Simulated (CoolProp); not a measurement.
Saturation properties of R1336mzz(E) (Tc = 130.4 °C, pc = 27.79 bar, ω = 0.413).

Values from CoolProp's reference Helmholtz-energy equation of state, Akasaka 2023.

```tsv
T (°C)	p (bar)	liquid density (kg/m³)	vapour density (kg/m³)	enthalpy of vaporisation (kJ/kg)
-15.95	0.3448	1440	2.705	165.3
-10.15	0.4585	1425	3.537	162.5
-4.45	0.5977	1409	4.540	159.7
1.35	0.7719	1394	5.780	156.8
7.05	0.9800	1378	7.247	153.9
12.85	1.235	1362	9.028	150.9
18.65	1.538	1345	11.14	147.9
24.35	1.890	1328	13.58	144.8
30.15	2.310	1310	16.49	141.6
35.95	2.797	1291	19.87	138.3
41.65	3.349	1272	23.73	134.9
47.45	3.992	1252	28.27	131.3
```

It boils at 7.9 °C under 1 atm.
